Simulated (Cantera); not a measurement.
Input: 1 mol BaF2, 0.079 mol HF, 4.2 mol N2, equilibrated at 10.0 mbar.

These are equilibrium values from Cantera (NASA tables, ideal gas, pure condensed phases), not measurements of a reactor. Candidate condensed phases: Ba, BaF2; 24 gas species. Equilibrium is a limit: real reactors are often held back by kinetics, nucleation or transport. All values below are at 2198 K.

Base state: N2 0.795, BaF2 0.189, HF 0.0149, F 0.000582, BaF 0.000512, H 6.77e-5 (mole fractions); condensed: gas only.

Task: What changes in the equilibrium state with this change: pressure from 10.0 mbar to 1.33 mbar?

Result: 
```
species    before     after
-------  --------  --------
N2          0.795     0.794
BaF2        0.189     0.188
HF         0.0149    0.0148
F        0.000582   0.00159
BaF      0.000512   0.00140
H         6.77e-5  0.000185
```
